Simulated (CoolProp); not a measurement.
Model: reference Helmholtz-energy equation of state, Lemmon 2013, in CoolProp.

### Question
Give the vapour pressure (bar), enthalpy of vaporisation (kJ/kg), liquid cp (kJ/(kg K)), liquid viscosity (µPa s) of saturated propylene at 202, 214.1, 274.7 K.

### Answer
```csv
T (K),p (bar),enthalpy of vaporisation (kJ/kg),liquid cp (kJ/(kg K)),liquid viscosity (µPa s)
202,0.301,464,2.12,259
214.1,0.584,451,2.15,223
274.7,6.12,375,2.45,119
```

Viscosity comes from a separate model (Huber 2003), an estimate that may be off by 10 % or more.
